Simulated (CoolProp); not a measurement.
Vapour-liquid equilibrium of R22 (1) + R123 (2) at 618 kPa; x and y are mole fractions of (1).

The numbers come from the multi-fluid Helmholtz-energy mixture model, Kamei 1995 and Younglove 1994; pair parameters Bell 2016 in CoolProp.

### Question
Give the bubble temperature and the first vapour's composition at x = 0.05, 0.55, 0.85. Is there an azeotrope?

### Answer
x = 0.05: 80.9 °C, y = 0.204; x = 0.55: 26.3 °C, y = 0.914; x = 0.85: 12.1 °C, y = 0.981. No azeotrope shows between x = 0.05 and 0.95.

The pair parameters rest on a limited set of measurements; away from them the model extrapolates.
